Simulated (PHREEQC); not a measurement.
Make-up at 25 °C: 0.014 mol CuSO4, 0.02 mol MgSO4 and 0.00023 mol H2SO4 per kg of water. Closed to the air; pH follows from the charge balance.

Equilibrium calculation in PHREEQC: ion-association model, wateq4f.dat.

No solid was allowed to form.

**Question.** Estimate the pH.

**Answer.** pH 3.67.

**Question.** In which forms is Cu present?

**Answer.** Cu+2 60 %, CuSO4 40 % of the Cu.
